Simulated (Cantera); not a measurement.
An isothermal, constant-pressure homogeneous reactor starts with C2H4 : H2 = 1 : 77 (molar parts), at 1450 K and 0.0247 atm.

Computed with Cantera and GRI-Mech 3.0 (53 species, 325 reactions). GRI-Mech 3.0 was tuned for natural gas; its chemistry of ethylene as a main component is partial and can be far from experiment. GRI-Mech 3.0 stops at C3 and has no aromatics, soot or wall deposition, so with more carbon than oxygen in the feed, carbon stays in small species such as C2H2 where larger ones or solid carbon would form. Radical loss at walls, strong at low pressure, is not modelled.

x: mole fraction; the columns are a selection and need not sum to one.

```
t (s)       x C2H4   x H2    x C2H6     x C2H     x CH4     x CH3    x C2H2
--------  --------  -----  --------  --------  --------  --------  --------
0.000800    0.0128  0.987  2.22e-10    <1e-12  8.01e-12  1.08e-12   8.66e-6
0.00154     0.0128  0.987  4.59e-10    <1e-12  3.37e-11  2.30e-12   1.66e-5
0.00295     0.0128  0.987  9.81e-10    <1e-12  1.39e-10  4.99e-12   3.19e-5
0.00566     0.0128  0.987   2.21e-9    <1e-12  5.92e-10  1.13e-11   6.13e-5
0.0109      0.0127  0.987   5.30e-9    <1e-12   2.63e-9  2.73e-11  0.000118
0.0208      0.0126  0.987         ?    <1e-12         ?  6.89e-11         ?
0.0400      0.0124  0.987   3.41e-8    <1e-12   5.99e-8  1.77e-10  0.000438
0.0768      0.0120  0.987         ?  1.35e-12         ?  4.61e-10         ?
0.147       0.0111  0.987   2.28e-7  7.17e-12   1.47e-6   1.30e-9   0.00172
0.283      0.00907  0.987   5.16e-7  4.39e-11   7.24e-6   4.11e-9   0.00370
0.543      0.00499  0.987   4.96e-7  1.79e-10   2.45e-5   1.13e-8   0.00772
1.04       0.00114  0.987   1.44e-7  3.87e-10   4.32e-5   2.23e-8    0.0115
2.00      0.000160  0.987   2.55e-8  7.17e-10   5.09e-5   4.34e-8    0.0125
```

Task: What belongs in the gaps?

Result: 
- 0.0208, x C2H6: 1.33e-8
- 0.0208, x CH4: 1.23e-8
- 0.0208, x C2H2: 0.000227
- 0.0768, x C2H6: 8.74e-8
- 0.0768, x CH4: 2.94e-7
- 0.0768, x C2H2: 0.000855
